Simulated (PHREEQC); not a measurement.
A PHREEQC input (ion-association model, wateq4f.dat):

```
SOLUTION 1
  temp 25
  units mg/L
  pH 6.05
  pe 2.3
  Na 0.0668
  K 0.0173 charge
  Ca 0.0822
  Mg 0.0432
  Cl 0.0396
  S(6) 0.162 as SO4
  Alkalinity 0.394 as HCO3
  Ba 0.0121
END
USE solution 1
EQUILIBRIUM_PHASES 1
  Quartz 0 0.5
  CO2(g) -2 10
END
```

The run finishes without an error or a warning.

Its last state differs from that of the intended input:

```tsv
quantity	as run	intended
ionic strength (mol/kgw)	2.61e-5	2.62e-5
SI of Quartz (SiO2)	-0.00	+0.00
```

Problem. One thing in the input isn't as intended. What explains the difference?

Solution. Several could match; the one computed here: The fault: charge balance asked on the minor ion K. The line should read `K 0.0173` where the input has `K 0.0173 charge`.
